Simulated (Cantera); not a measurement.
**Reactions in the system N-O-Ta**

Source: NASA polynomial tables (part measured, part estimated), evaluated in Cantera. Values are per mole of reaction as written; species without (g) are pure solids or liquids, kept so even where they would boil at 1 bar.

2 NO(g) + Ta = TaO2(g) + 2 N(g)

```json
[
 {"T (K)": "2525", "ΔH° (kJ)": "558.6", "ΔS° (J/K)": "125.1", "ΔG° (kJ)": "242.6", "log10 K": "-5.02"},
 {"T (K)": "2550", "ΔH° (kJ)": "558.3", "ΔS° (J/K)": "125.1", "ΔG° (kJ)": "239.4", "log10 K": "-4.90"},
 {"T (K)": "2575", "ΔH° (kJ)": "558.1", "ΔS° (J/K)": "125.0", "ΔG° (kJ)": "236.3", "log10 K": "-4.79"},
 {"T (K)": "2600", "ΔH° (kJ)": "557.9", "ΔS° (J/K)": "124.9", "ΔG° (kJ)": "233.2", "log10 K": "-4.68"},
 {"T (K)": "2625", "ΔH° (kJ)": "557.6", "ΔS° (J/K)": "124.8", "ΔG° (kJ)": "230.1", "log10 K": "-4.58"}
]
```
